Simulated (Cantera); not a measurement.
B₂O₃ + H₂ (boron, boron nitride and boron oxide)

Feed: 1 mol B₂O₃, 4 mol H₂, at 875 K and 0.100 bar.

Cantera equilibrium calculation (NASA polynomials, part measured and part estimated; ideal gas, pure solids and liquids). Candidate condensed phases: B, B₂O₃, B₃O₃H₃, H₂O; 23 gas species. Kinetics and transport are ignored.

```
Quantity                                  Value
------------------------------------  ---------
x(H₂)                                     1.000
n(B₂O₃(l))                            1.000 mol
gas amount                            4.000 mol
log10 activity of B(s) (absent)           -3.78
log10 activity of B₃O₃H₃(s) (absent)     -11.04
```
